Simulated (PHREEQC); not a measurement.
## Brine: an equilibrium model

Consider water at 25 °C with 0.37 mol Na2SO4, 0.44 mol NaCl and 3.4 mol MgCl2 per kg of water. Closed to the air; pH follows from the charge balance.

Equilibrium calculation in PHREEQC: Pitzer model, pitzer.dat.

This is a speciation only: nothing precipitates in the calculation.

Q: Predict the activity of water.

A: activity of water 0.613.
